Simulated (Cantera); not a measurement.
Input: 1 mol S, 1.1 mol H2O, 1.5 mol H2, held at 10000 Pa.

Method: chemical equilibrium by Gibbs-energy minimisation in Cantera with the NASA 1993 tables (ideal gas, pure condensed phases). Candidate condensed phases: H2O, H2SO4, S; 19 gas species. Rates play no part.

x: gas mole fraction; nothing condenses.

```json
[
 {"T (K)": "1848", "x H2": "0.463", "x H2O": "0.333", "x S2": "0.125", "x H2S": "0.0478", "x SO": "0.00573", "x SH": "0.0119", "x H": "0.00114", "x SO2": "0.0103", "x S": "0.00121"},
 {"T (K)": "1898", "x H2": "0.471", "x H2O": "0.326", "x S2": "0.124", "x H2S": "0.0415", "x SO": "0.00763", "x SH": "0.0136", "x H": "0.00170", "x SO2": "0.0120", "x S": "0.00175"},
 {"T (K)": "1948", "x H2": "0.479", "x H2O": "0.318", "x S2": "0.122", "x H2S": "0.0362", "x SO": "0.00994", "x SH": "0.0154", "x H": "0.00247", "x SO2": "0.0139", "x S": "0.00248"},
 {"T (K)": "1998", "x H2": "0.486", "x H2O": "0.309", "x S2": "0.120", "x H2S": "___", "x SO": "___", "x SH": "___", "x H": "___", "x SO2": "___", "x S": "___"},
 {"T (K)": "2048", "x H2": "0.492", "x H2O": "0.300", "x S2": "0.117", "x H2S": "0.0277", "x SO": "0.0159", "x SH": "0.0190", "x H": "0.00497", "x SO2": "0.0176", "x S": "0.00468"},
 {"T (K)": "2098", "x H2": "0.498", "x H2O": "0.290", "x S2": "0.113", "x H2S": "0.0243", "x SO": "0.0196", "x SH": "0.0209", "x H": "0.00687", "x SO2": "0.0193", "x S": "0.00624"},
 {"T (K)": "2148", "x H2": "0.503", "x H2O": "0.280", "x S2": "0.109", "x H2S": "0.0213", "x SO": "0.0238", "x SH": "0.0227", "x H": "0.00935", "x SO2": "0.0209", "x S": "0.00818"},
 {"T (K)": "2198", "x H2": "0.507", "x H2O": "0.270", "x S2": "0.104", "x H2S": "0.0187", "x SO": "0.0283", "x SH": "0.0245", "x H": "0.0125", "x SO2": "0.0224", "x S": "0.0106"},
 {"T (K)": "2248", "x H2": "0.511", "x H2O": "0.260", "x S2": "0.0984", "x H2S": "0.0164", "x SO": "0.0333", "x SH": "0.0261", "x H": "0.0166", "x SO2": "0.0236", "x S": "0.0134"},
 {"T (K)": "2298", "x H2": "0.513", "x H2O": "0.249", "x S2": "0.0925", "x H2S": "___", "x SO": "___", "x SH": "0.0277", "x H": "___", "x SO2": "0.0246", "x S": "___"},
 {"T (K)": "2348", "x H2": "0.513", "x H2O": "0.238", "x S2": "0.0862", "x H2S": "0.0126", "x SO": "0.0440", "x SH": "0.0290", "x H": "0.0280", "x SO2": "0.0254", "x S": "0.0206"}
]
```

Task: Complete the blanks.

Result: 
- 2298, x H2S: 0.0144
- 2298, x SO: 0.0385
- 2298, x H: 0.0217
- 2298, x S: 0.0167
- 1998, x H2S: 0.0316
- 1998, x SO: 0.0127
- 1998, x SH: 0.0172
- 1998, x H: 0.00354
- 1998, x SO2: 0.0157
- 1998, x S: 0.00344
